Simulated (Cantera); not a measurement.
Charge: 1 mol SO2, 0.15 mol O2, at 3448.15 K and 6.15 Torr.

Method: chemical equilibrium by Gibbs-energy minimisation in Cantera with the NASA 1993 tables (ideal gas, pure condensed phases). Candidate condensed phases: S; 10 gas species. Kinetics and transport are ignored.

Base state: O 0.654, S 0.265, SO 0.0590, O2 0.0188, SO2 0.00243, S2 0.000917 (mole fractions); condensed: gas only.

Q: What changes in the equilibrium state with this change: temperature from 3448.15 K to 1500 K?

A: 
| species | before | after |
|---|---|---|
| SO2 | 0.00243 | 0.869 |
| O2 | 0.0188 | 0.130 |
| SO3 | 1.69e-8 | 0.00106 |
| O | 0.654 | 1.61e-5 |
| S | 0.265 | <1e-9 |
| SO | 0.0590 | 9.35e-6 |
| S2 | 0.000917 | <1e-9 |

Q: What changes in the equilibrium state with this change: temperature from 3448.15 K to 775 K?

A: 
```tsv
species	before	after
SO2	0.00243	0.708
SO3	1.69e-8	0.285
O2	0.0188	0.00641
O	0.654	<1e-9
S	0.265	<1e-9
SO	0.0590	<1e-9
S2	0.000917	<1e-9
```
